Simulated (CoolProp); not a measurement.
Vapour pressure (MPa) of R152A: the reference equation beside estimates from Tc = 113.3 °C, pc = 4.517 MPa, ω = 0.275. Clausius-Clapeyron is anchored at 24.15 °C with a constant enthalpy of vaporisation of 18.52 kJ/mol.

The numbers come from the reference Helmholtz-energy equation of state, Outcalt 1996 in CoolProp. It is a modified Benedict-Webb-Rubin equation, recast in Helmholtz form.

```
T (°C)  reference  Lee-Kesler  Clausius-Clapeyron  van der Waals  Redlich-Kwong  Soave-Redlich-Kwong  Peng-Robinson
------  ---------  ----------  ------------------  -------------  -------------  -------------------  -------------
-21.25     0.1144      0.1128              0.1507         0.6233         0.2101               0.1130         0.1138
-9.85      0.1826      0.1818              0.2210         0.7881         0.3133               0.1817         0.1818
1.45       0.2780      0.2786              0.3130         0.9774         0.4480               0.2784         0.2771
12.85      0.4093      0.4120              0.4325          1.196         0.6216               0.4120         0.4085
24.15      0.5815      0.5868              0.5815          1.442         0.8360               0.5879         0.5814
35.55      0.8060      0.8138              0.7669          1.720          1.100               0.8176         0.8072
46.85       1.087       1.097              0.9895          2.028          1.413                1.106          1.091
58.25       1.440       1.451               1.257          2.371          1.786                1.466          1.447
69.55       1.868       1.879               1.569          2.744          2.216                1.903          1.880
80.95       2.390       2.401               1.934          3.155          2.715                2.433          2.409
```

Absolute difference from the reference over all 10 rows, mean and median: Lee-Kesler 0.7 and 0.7 %, Clausius-Clapeyron 13.3 and 12.6 %, van der Waals 171.2 and 130.7 %, Redlich-Kwong 43.5 and 40.1 %, Soave-Redlich-Kwong 1.2 and 1.3 %, Peng-Robinson 0.4 and 0.4 %.
